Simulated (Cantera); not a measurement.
An isothermal, constant-pressure homogeneous reactor starts with H2 : O2 : N2 = 1.2 : 1 : 1.5 (molar parts), equivalence ratio 0.60, at 1150 K and 0.370 bar.

Detailed kinetics in Cantera: GRI-Mech 3.0 (53 species, 325 reactions). The temperature is held fixed by assumption; the heat of reaction is taken as removed at once.

x: mole fraction; the columns are a selection and need not sum to one.

```tsv
t (s)	x H2	x O2	x NO2	x H2O	x O	x OH
0.000400	0.00242	0.130	2.48e-8	0.384	0.000319	0.000733
0.00149	0.000282	0.129	1.36e-7	0.387	2.22e-5	0.000183
0.00552	2.06e-5	0.129	1.89e-7	0.387	2.35e-6	6.96e-5
0.0205	8.29e-7	0.129	1.05e-7	0.387	3.74e-7	2.90e-5
0.0761	9.64e-8	0.129	4.07e-8	0.387	8.26e-8	1.36e-5
0.283	2.35e-8	0.129	2.23e-8	0.387	2.14e-8	6.89e-6
1.05	?	0.129	?	0.387	?	?
3.90	7.68e-9	0.129	3.69e-8	0.387	4.98e-9	3.31e-6
14.5	7.66e-9	0.129	3.71e-8	0.387	4.94e-9	3.30e-6
53.8	7.66e-9	0.129	3.71e-8	0.387	4.94e-9	3.30e-6
200	7.66e-9	0.129	3.71e-8	0.387	4.94e-9	3.30e-6
```

Q: What belongs in the gaps?

A: 
- 1.05, x H2: 9.18e-9
- 1.05, x NO2: 2.86e-8
- 1.05, x O: 7.11e-9
- 1.05, x OH: 3.96e-6
